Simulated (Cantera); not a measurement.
Input: 1 mol KCl, 1.1 mol N₂, equilibrated at 1775 K and 1.00 bar.

These are equilibrium values from Cantera (NASA tables, ideal gas, pure condensed phases), not measurements of a reactor. Candidate condensed phases: K, KCl; 8 gas species. Rates play no part.

Base state: N₂ 0.545, KCl 0.416, K₂Cl₂ 0.0397, K 9.05e-5, Cl 9.03e-5 (mole fractions); condensed: gas only.

Task: What changes in the equilibrium state with this change: pressure from 1.00 bar to 0.0330 bar?

Result: 
| species | before | after |
|---|---|---|
| N₂ | 0.545 | 0.524 |
| KCl | 0.416 | 0.473 |
| K₂Cl₂ | 0.0397 | 0.00170 |
| Cl | 9.03e-5 | 0.000531 |
| K | 9.05e-5 | 0.000531 |

Task: What changes in the equilibrium state with this change: pressure from 1.00 bar to 0.0133 bar?

Result: 
| species | before | after |
|---|---|---|
| N₂ | 0.545 | 0.524 |
| KCl | 0.416 | 0.474 |
| K | 9.05e-5 | 0.000836 |
| K₂Cl₂ | 0.0397 | 0.000688 |
| Cl | 9.03e-5 | 0.000836 |

Task: What changes in the equilibrium state with this change: temperature from 1775 K to 1473 K?

Result: 
```csv
species,before,after
N₂,0.545,0.828
KCl,0.416,0.127
K₂Cl₂,0.0397,0.0448
K,9.05e-5,2.50e-6
Cl,9.03e-5,2.49e-6
"KCl(l), mol",0,0.712
```
